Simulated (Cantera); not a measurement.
Feed: 1 mol MgCO3, 0.45 mol H2O, held at 1098.15 K and 13.3 mbar.

Method: chemical equilibrium by Gibbs-energy minimisation in Cantera with the NASA 1993 tables (ideal gas, pure condensed phases). Candidate condensed phases: C, C6H6, C7H8, C8H18, H2O, Mg, MgCO3, MgO, Mg(OH)2; 116 gas species. Rates play no part.

**Question.** What is the equilibrium state?

**Answer.** 
```
Property                                    Value
--------------------------------------  ---------
x(CO2)                                      0.690
x(H2O)                                      0.310
x(CO)                                     4.32e-6
x(O2)                                     3.07e-6
x(H2)                                     1.93e-6
n(MgO(s))                                1.00 mol
gas amount                              1.450 mol
log10 activity of C(graphite) (absent)     -13.48
log10 activity of Mg(l) (absent)           -19.22
```
